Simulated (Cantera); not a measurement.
A closed system holds: 1 mol FeS, 100 mol H₂, 2.2 mol N₂, equilibrated at 0.133 bar.

Equilibrium computed with Cantera from the NASA thermochemical tables; the gas is ideal and each condensed phase is pure. Candidate condensed phases: Fe, FeS, FeS₂, S; 16 gas species. Metal and sulfide melt together well below either melting point, which pure phases cannot show. Mutual solubility and eutectic melting of coexisting phases are not modelled. FeS: taken at fixed stoichiometry. Gases not in the tables: S₃ to S₇. Rates play no part.

### Question
Which condensed phases are stable at each of these points (T (°C)): 750, 850, 950, 1050, 1150, 1250, 1350, 1450, 1550, 1650, 1750, 1850?

### Answer
| T (°C) | condensed phases | Fe condensed (%) |
|---|---|---|
| 750 | Fe(α) + FeS(s) | 100.0 |
| 850 | Fe(α) + FeS(s) | 100.0 |
| 950 | Fe(γ) + FeS(s) | 100.0 |
| 1050 | Fe(γ) + FeS(s) | 100.0 |
| 1150 | Fe(γ) | 100.0 |
| 1250 | Fe(γ) | 100.0 |
| 1350 | Fe(γ) | 99.9 |
| 1450 | Fe(δ) | 99.3 |
| 1550 | Fe(l) | 96.9 |
| 1650 | Fe(l) | 88.6 |
| 1750 | Fe(l) | 63.6 |
| 1850 | gas only | 0.0 |

From 750 °C to 850 °C the condensed part is Fe(α) + FeS(s). From 950 °C to 1050 °C the condensed part is Fe(γ) + FeS(s). From 1150 °C to 1350 °C the condensed part is Fe(γ). At 1450 °C the condensed part is Fe(δ). From 1550 °C to 1750 °C the condensed part is Fe(l). At 1850 °C nothing is condensed.
